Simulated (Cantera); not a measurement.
Equilibrium for iron carbonyl, mercury and lead vapours: PbO + O2 + N2

Feed: 1 mol PbO, 1.9 mol O2, a varied amount of N2, held at 1.73 Torr.

Cantera equilibrium calculation (NASA polynomials, part measured and part estimated; ideal gas, pure solids and liquids). Candidate condensed phases: Pb, PbO, PbO2, Pb3O4; 12 gas species. Kinetics and transport are ignored.

Stable condensed phases:

```
T in K \ n(N2) in mol
         3.5 4.1 4.9 5.9   7 8.4  10  12  14  17  20  24
   1623    A   A   A   A   A   A   A   A   A   A   A   A
   1573    A   A   A   A   A   A   A   A   A   A   A   A
   1523    A   A   A   A   A   A   A   A   A   A   A   A
   1473    A   A   A   A   A   A   A   A   A   A   A   A
   1423    A   A   A   A   A   A   A   A   A   A   A   A
   1373    A   A   A   A   A   A   A   A   A   A   A   A
   1323    A   A   A   A   A   A   A   A   A   A   A   A
   1273    B   B   B   A   A   A   A   A   A   A   A   A
   1223    B   B   B   B   B   B   B   B   B   B   A   A
   1173    B   B   B   B   B   B   B   B   B   B   B   B
   1123    B   B   B   B   B   B   B   B   B   B   B   B
   1073    B   B   B   B   B   B   B   B   B   B   B   B
   1023    B   B   B   B   B   B   B   B   B   B   B   B
```

A: gas only; B: PbO.
